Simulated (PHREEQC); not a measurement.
0.025 g of hydrous ferric oxide (600 m²/g; 0.2 weak and 0.005 strong sites per Fe, Dzombak-Morel constants, diffuse double layer) in 1 kg of water with 0.005 mol/kgw of an inert sodium salt and 3.7e-06 mol BaCl2, at 25 °C; the pH is set by adding NaOH or the inert anion's acid. Oxygen is held at 0.21 atm. The system is closed to CO2. No solid was allowed to form.

Equilibrium calculation in PHREEQC: ion-association model, wateq4f.dat.

```csv
pH,Ba sorbed (%),surface charge σ (C/m²),surface potential ψ (mV)
3,0.0,0.302,215
3.67,0.0,0.221,203
4.33,0.0,0.147,183
5,0.0,0.090,158
5.67,0.0,0.051,129
6.33,0.0,0.027,97
7,0.2,0.013,62
7.67,?,?,25
8.33,19.4,-0.002,-10
9,35.9,-0.008,-45
9.67,48.4,-0.019,-80
10.33,84.2,-0.036,?
11,98.4,-0.070,-140
```

Question: Complete the blanks.

Answer: 
- 7.67, Ba sorbed (%): 2.9
- 7.67, surface charge σ (C/m²): 0.004
- 10.33, surface potential ψ (mV): -111

Species that the database lacks are ignored. The oxide is taken as insoluble; below pH 4 it would dissolve.
